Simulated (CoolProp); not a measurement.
A simple Rankine cycle with water: condensing at 289.15 K, boiler at 0.349 MPa, turbine inlet 413.9 K, turbine efficiency 0.75, pump efficiency 0.8, no recuperator. Each further row changes one setting.

The numbers come from the reference Helmholtz-energy equation of state, Wagner 2002 in CoolProp.

| case | thermal efficiency (%) | net work (kJ/kg) | heat in (kJ/kg) | turbine exit temperature (K) | volume ratio over the turbine |
|---|---|---|---|---|---|
| as stated | 20.4 | 546 | 2670 | 289.1 | 120 |
| turbine inlet 433.9 K | [?] | [?] | [?] | 289.1 | [?] |
| condensing temperature 281.15 K | 21.7 | [?] | 2700 | 281.2 | 195 |
| boiler pressure 0.244 MPa | 19.2 | 513 | 2680 | 289.1 | [?] |
| turbine efficiency 0.65 | 17.7 | 473 | 2670 | 289.1 | [?] |

What belongs in the gaps?


- turbine inlet 433.9 K, thermal efficiency (%): 20.5
- turbine inlet 433.9 K, net work (kJ/kg): 556
- turbine inlet 433.9 K, heat in (kJ/kg): 2710
- turbine inlet 433.9 K, volume ratio over the turbine: 115
- condensing temperature 281.15 K, net work (kJ/kg): 586
- boiler pressure 0.244 MPa, volume ratio over the turbine: 84.3
- turbine efficiency 0.65, volume ratio over the turbine: 124

The expansion ends wet for: as stated; turbine inlet 433.9 K; condensing temperature 281.15 K; boiler pressure 0.244 MPa; turbine efficiency 0.65.
